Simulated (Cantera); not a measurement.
## Premixed flame

A freely propagating, adiabatic, planar premixed flame of CH4 : O2 : N2 = 1 : 1.82 : 8.36 (molar parts), unburnt at 523 K and 10.0 bar; multicomponent+Soret transport, grid criteria slope 0.08 and curve 0.16, no radiation.

Computed with Cantera and GRI-Mech 3.0 (53 species, 325 reactions). Burning velocities carry a grid error of a few per cent, more on coarse grids.

| z (mm) | T (K) | u (m/s) | x CH4 | x O2 | x CH2 | x CH2O | x HO2 | x O |
|---|---|---|---|---|---|---|---|---|
| -0.335 | 525 | 0.232 | 0.0891 | 0.163 | <1e-8 | 1.13e-6 | 1.20e-7 | <1e-8 |
| -0.224 | 535 | 0.236 | 0.0880 | 0.162 | <1e-8 | 7.48e-6 | 6.75e-7 | <1e-8 |
| -0.168 | 566 | 0.250 | 0.0852 | 0.160 | <1e-8 | 3.61e-5 | 2.79e-6 | <1e-8 |
| -0.112 | 708 | 0.314 | 0.0758 | 0.149 | <1e-8 | 0.000232 | 1.63e-5 | <1e-8 |
| -0.0559 | 1176 | 0.527 | 0.0478 | 0.106 | <1e-8 | 0.00101 | 7.86e-5 | 5.33e-7 |
| -0.0280 | 1565 | 0.705 | 0.0237 | 0.0651 | 6.85e-7 | 0.000975 | 0.000106 | 1.30e-5 |
| 0 | 1929 | 0.872 | 0.00365 | 0.0236 | 2.12e-5 | 0.000265 | 4.68e-5 | 0.000135 |
| 0.0280 | 2069 | 0.932 | 9.28e-5 | 0.00649 | 3.88e-6 | 1.64e-5 | 1.00e-5 | 0.000333 |
| 0.0559 | 2114 | 0.949 | 1.93e-6 | 0.00278 | 1.07e-7 | 4.17e-7 | 4.31e-6 | 0.000269 |
| 0.112 | 2152 | 0.965 | <1e-8 | 0.00107 | <1e-8 | <1e-8 | 1.47e-6 | 0.000121 |
| 0.224 | 2175 | 0.974 | <1e-8 | 0.000341 | <1e-8 | <1e-8 | 3.43e-7 | 3.82e-5 |
| 0.447 | 2185 | 0.978 | <1e-8 | 9.75e-5 | <1e-8 | <1e-8 | 6.74e-8 | 1.14e-5 |
| 0.895 | 2188 | 0.979 | <1e-8 | 4.11e-5 | <1e-8 | <1e-8 | 2.33e-8 | 5.42e-6 |
x: mole fraction of selected species; z is measured from the peak of heat release.

| Property | Result |
|---|---|
| laminar burning velocity | 23.0 cm/s |
| thermal thickness | 0.112 mm |
| peak x(CH2) | 2.27e-5 |
| peak x(CH2O) | 0.00113 |
| peak x(HO2) | 0.000106 |
| peak x(O) | 0.000335 |
